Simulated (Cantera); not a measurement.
**Equilibrium for iron carbonyl, mercury and lead vapours: PbO + O2 + N2**

Charge: 1 mol PbO, 0.021 mol O2, 12 mol N2, at 1277 °C and 0.0960 bar.

Cantera equilibrium calculation (NASA polynomials, part measured and part estimated; ideal gas, pure solids and liquids). Candidate condensed phases: Pb, PbO, PbO2, Pb3O4; 12 gas species. Gases not in the tables: (PbO)n polymers. Kinetics and transport are ignored.

* **x(N2)**: 0.915
* **x(PbO)**: 0.0616
* **x(Pb)**: 0.0146
* **x(O2)**: 0.00873
* **x(NO)**: 0.000341
* **x(O)**: 2.36e-6
* **gas amount**: 13.12 mol
* **log10 activity of Pb(l) (absent)**: -1.45
